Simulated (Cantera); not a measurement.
**Ignition delay**

Mixture: 10.4 % CH4, 18.8 % O2, 70.8 % N2, at 34000 Pa, adiabatic and at constant pressure. Ignition delay is the time to a rise of 400 K.

Computed with Cantera and GRI-Mech 3.0 (53 species, 325 reactions).

```tsv
T0 (K)	delay (ms)
1323	20.5
1398	8.17
1473	3.63
1548	1.80
1623	0.976
1698	0.571
1773	0.354
1848	0.229
1923	0.155
1998	0.108
```

```json
{
 "apparent activation energy between 1848 and 1998 K": "150 kJ/mol"
}
```
